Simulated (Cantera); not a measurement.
Input: 1 mol (CH3)2SiCl2, 0.69 mol C2H2, 570 mol H2, equilibrated at 1.00 bar.

These are equilibrium values from Cantera (NASA tables, ideal gas, pure condensed phases), not measurements of a reactor. Candidate condensed phases: C, C6H6, C7H8, C8H18, Si, SiC; 109 gas species. The feed counts by its element totals alone. Gases not in the tables: Si2H6 and higher silanes. Rates play no part.

log p: log10 of the partial pressure in bar; n: condensed amount in mol.

```tsv
T (°C)	log p H2	log p H	log p HCl	log p C2H2 (acetylene)	log p CH4	log p CH3	n C(graphite)	n SiC(s)
1352	0.00	-4.15	-2.46	…	-2.84	-5.68	1.50	1.000
1402	0.00	-3.94	-2.46	…	-2.92	-5.55	1.62	1.000
1452	0.00	-3.73	-2.46	…	-3.00	-5.43	1.70	0.999
1502	0.00	-3.54	-2.46	…	-3.08	-5.31	1.73	0.999
1552	0.00	-3.36	-2.46	…	-3.15	-5.20	1.72	0.999
1602	0.00	-3.18	-2.46	…	-3.22	-5.10	1.67	0.998
1652	0.00	-3.02	-2.46	…	-3.29	-5.00	1.55	0.997
1702	0.00	-2.87	-2.46	…	-3.35	-4.91	1.37	0.995
1752	0.00	-2.72	-2.46	…	-3.41	-4.83	1.11	0.991
1802	0.00	-2.58	-2.46	…	-3.46	-4.74	0.761	0.985
1852	0.00	-2.44	-2.46	…	-3.52	-4.67	0.294	0.974
```

Question: Complete the blanks.

Answer: 
- 1352, log p C2H2 (acetylene): -4.45
- 1402, log p C2H2 (acetylene): -4.24
- 1452, log p C2H2 (acetylene): -4.04
- 1502, log p C2H2 (acetylene): -3.85
- 1552, log p C2H2 (acetylene): -3.67
- 1602, log p C2H2 (acetylene): -3.50
- 1652, log p C2H2 (acetylene): -3.34
- 1702, log p C2H2 (acetylene): -3.19
- 1752, log p C2H2 (acetylene): -3.05
- 1802, log p C2H2 (acetylene): -2.91
- 1852, log p C2H2 (acetylene): -2.78
